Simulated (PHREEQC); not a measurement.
Solution (25 °C): 0.016 mol FeSO4 and 0.18 mol MgSO4 per kg of water. Closed to the air; pH follows from the charge balance.

Computed with PHREEQC (ion-association model, phreeqc.dat).

Task: The ionic strength comes out as 0.339 mol/kgw. What activity coefficients do HSO4-, Fe+2, SO4-2, Mg+2, FeOH+ get?

Result: HSO4- 0.73, Fe+2 0.28, SO4-2 0.24, Mg+2 0.31, FeOH+ 0.70.

Precipitation was switched off in this run.
